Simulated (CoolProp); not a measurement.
Properties of nitrous oxide along the isotherm 408.6 K.

Model: reference Helmholtz-energy equation of state, Lemmon 2006, in CoolProp. It is a short technical equation, of lower accuracy than the large ones.

```csv
p (kPa),phase,Joule-Thomson coefficient (K/MPa),fugacity coefficient
57.3,gas,5.358,0.9989
130,gas,5.356,0.9975
297,gas,5.351,0.9944
675,gas,5.340,0.9873
1540,gas,5.312,0.9713
3500,gas,5.232,0.9358
7960,supercritical,4.918,0.8595
18100,supercritical,3.148,0.7132
```
